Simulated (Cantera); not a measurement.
Cantera run, input and output.

```python
import numpy as np
import cantera as ct

gas = ct.Solution("gri30.yaml")
gas.TPX = 1225, 41000, {'H2': 0.5, 'O2': 1, 'N2': 4.9}
reactor = ct.IdealGasConstPressureReactor(gas, energy="off", clone=False)
net = ct.ReactorNet([reactor])
net.rtol, net.atol = 1e-08, 1e-18
show = ['H2', 'O2', 'H2O2', 'H2O', 'OH', 'NO', 'N2O']
times = np.geomspace(0.0001, 2, 14)

steps = ct.SolutionArray(gas, extra=["t"])
rows = []
print(f"{'t/s':>10s}{'T/K':>9s}{'P/Pa':>11s}" + "".join(f"{s:>11s}" for s in show))
for t in times:
    while net.time < t:
        t_next = net.step()
        steps.append(gas.state, t=t_next)
    rows.append([np.interp(t, steps.t, y) for y in (steps.T, steps.P, *steps(*show).X.T)])
    print(f"{t:10.3e}{rows[-1][0]:9.1f}{rows[-1][1]:11.4g}" + "".join(f"{x:11.3e}" for x in rows[-1][2:]))
rate = np.gradient(steps.T, steps.t)
print("integrator steps:", len(steps.t))
if steps.T.max() > steps.T[0] + 200:
    print(f"time of steepest temperature rise: {steps.t[rate.argmax()]:.4e} s")
gas.TPX = 1225, 41000, {'H2': 0.5, 'O2': 1, 'N2': 4.9}
gas.equilibrate("TP")
print(f"equilibrium (TP): T = {gas.T:.1f} K  " + "  ".join(f"{s} {gas[s].X[0]:.3e}" for s in show))
```

It prints:

```
       t/s      T/K       P/Pa         H2         O2       H2O2        H2O         OH         NO        N2O
 1.000e-04   1225.0    4.1e+04  7.697e-02  1.557e-01  9.119e-08  8.138e-04  1.311e-04  5.204e-11  1.255e-10
 2.142e-04   1225.0    4.1e+04  4.888e-03  1.201e-01  2.489e-06  6.745e-02  3.081e-03  2.734e-06  4.816e-08
 4.589e-04   1225.0    4.1e+04  1.008e-03  1.212e-01  2.026e-06  7.904e-02  1.208e-03  3.778e-06  9.434e-08
 9.830e-04   1225.0    4.1e+04  1.782e-04  1.218e-01  9.613e-07  8.084e-02  4.425e-04  3.798e-06  1.176e-07
 2.106e-03   1225.0    4.1e+04  3.400e-05  1.219e-01  3.811e-07  8.116e-02  1.948e-04  3.779e-06  1.275e-07
 4.511e-03   1225.0    4.1e+04  7.204e-06  1.219e-01  1.490e-07  8.124e-02  9.858e-05  3.766e-06  1.324e-07
 9.663e-03   1225.0    4.1e+04  1.796e-06  1.219e-01  6.023e-08  8.127e-02  5.496e-05  3.766e-06  1.351e-07
 2.070e-02   1225.0    4.1e+04  5.489e-07  1.219e-01  2.544e-08  8.128e-02  3.290e-05  3.775e-06  1.368e-07
 4.434e-02   1225.0    4.1e+04  1.983e-07  1.219e-01  1.118e-08  8.129e-02  2.070e-05  3.786e-06  1.376e-07
 9.498e-02   1225.0    4.1e+04  7.981e-08  1.219e-01  5.073e-09  8.129e-02  1.347e-05  3.795e-06  1.371e-07
 2.035e-01   1225.0    4.1e+04  3.479e-08  1.219e-01  2.382e-09  8.130e-02  9.013e-06  3.799e-06  1.343e-07
 4.358e-01   1225.0    4.1e+04  1.676e-08  1.219e-01  1.193e-09  8.130e-02  6.265e-06  3.799e-06  1.271e-07
 9.336e-01   1225.0    4.1e+04  9.903e-09  1.219e-01  7.068e-10  8.130e-02  4.749e-06  3.794e-06  1.121e-07
 2.000e+00   1225.0    4.1e+04  7.999e-09  1.219e-01  5.628e-10  8.130e-02  4.203e-06  3.791e-06  8.536e-08
integrator steps: 1596
equilibrium (TP): T = 1225.0 K  H2 7.743e-09  O2 1.219e-01  H2O2 5.422e-10  H2O 8.130e-02  OH 4.119e-06  NO 1.816e-04  N2O 8.068e-09
```

Cantera simulation using GRI-Mech 3.0 (53 species, 325 reactions); the numbers are that mechanism's predictions, not measurements. The temperature is held fixed by assumption; the heat of reaction is taken as removed at once.
